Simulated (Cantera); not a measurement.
Input: 1 mol Fe, 25 mol CO₂, 240 mol H₂, 0.0036 mol O₂, at 1.33 mbar.

Cantera equilibrium calculation (NASA polynomials, part measured and part estimated; ideal gas, pure solids and liquids). Candidate condensed phases: C, C₆H₆, C₇H₈, C₈H₁₈, Fe, Fe(CO)₅, FeO, Fe(OH)₂, Fe(OH)₃, Fe₂O₃, Fe₃O₄, H₂O; 114 gas species. The numbers say what is thermodynamically allowed, not how fast it happens.

### Question
Which condensed phases are stable at each of these points (T (K)): 1500, 1550, 1600, 1650, 1700, 1750, 1800?

### Answer
```json
[
 {"T (K)": "1500", "condensed phases": "Fe(γ)", "Fe condensed (%)": "97.0"},
 {"T (K)": "1550", "condensed phases": "Fe(γ)", "Fe condensed (%)": "91.6"},
 {"T (K)": "1600", "condensed phases": "Fe(γ)", "Fe condensed (%)": "78.1"},
 {"T (K)": "1650", "condensed phases": "Fe(γ)", "Fe condensed (%)": "46.1"},
 {"T (K)": "1700", "condensed phases": "gas only", "Fe condensed (%)": "0.0"},
 {"T (K)": "1750", "condensed phases": "gas only", "Fe condensed (%)": "0.0"},
 {"T (K)": "1800", "condensed phases": "gas only", "Fe condensed (%)": "0.0"}
]
```

From 1500 K to 1650 K the condensed part is Fe(γ). From 1700 K to 1800 K nothing is condensed.
